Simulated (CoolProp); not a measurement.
R404A along the isobar 43.5 bar: Z from the reference equation and from simpler models built on Tc = 345.3 K, pc = 37.35 bar, ω = 0.293; each cubic takes its own stable root.

The numbers come from the reference Helmholtz-energy equation of state, Lemmon 2003 in CoolProp. It is a pseudo-pure fit of the blend.

```
T (K)   phase  reference
-----  ------  ---------
216.3  liquid     0.1750
229.7  liquid     0.1697
243    liquid     0.1655
256.4  liquid     0.1622
269.8  liquid     0.1600
283.1  liquid     0.1589
296.5  liquid     0.1591
309.9  liquid     0.1613
323.2  liquid     0.1665
```

Problem. How far does each simpler model (van der Waals, Soave-Redlich-Kwong) lie from the reference over these 9 states: mean and median of the absolute difference, and the worst?

Solution. 
- van der Waals: mean 67.7 %, median 67.9 %, worst +70.9 % at 216.3 K and 43.5 bar
- Soave-Redlich-Kwong: mean 15.7 %, median 14.6 %, worst +21.0 % at 323.2 K and 43.5 bar
